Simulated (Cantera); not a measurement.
# Reactions in the system C-Cu-H-O

Standard-state values (1 bar) from the NASA 1993 polynomials, evaluated with Cantera. Values are per mole of reaction as written; species without (g) are pure solids or liquids, kept so even where they would boil at 1 bar.

Cu(OH)2 + Cu + C2H5OH(g) ⇌ Cu2O + 2 CH3OH(g)

```tsv
T (K)	ΔH° (kJ)	ΔS° (J/K)	ΔG° (kJ)	log10 K	condensed phases
475	106.5	133.6	43.1	-4.74	Cu(OH)2(s), Cu(s), Cu2O(s)
575	103.0	126.8	30.1	-2.73	Cu(OH)2(s), Cu(s), Cu2O(s)
675	99.5	121.2	17.7	-1.37	Cu(OH)2(s), Cu(s), Cu2O(s)
775	96.1	116.5	5.8	-0.39	Cu(OH)2(s), Cu(s), Cu2O(s)
875	92.8	112.4	-5.6	0.34	Cu(OH)2(s), Cu(s), Cu2O(s)
975	89.5	109.0	-16.7	0.89	Cu(OH)2(s), Cu(s), Cu2O(s)
1075	86.5	106.0	-27.4	1.33	Cu(OH)2(s), Cu(s), Cu2O(s)
1175	83.7	103.5	-37.9	1.69	Cu(OH)2(s), Cu(s), Cu2O(s)
1275	81.2	101.5	-48.2	1.97	Cu(OH)2(s), Cu(s), Cu2O(s)
1375	65.9	90.1	-58.1	2.21	Cu(OH)2(s), Cu(l), Cu2O(s)
1475	64.1	88.9	-67.0	2.37	Cu(OH)2(s), Cu(l), Cu2O(s)
```
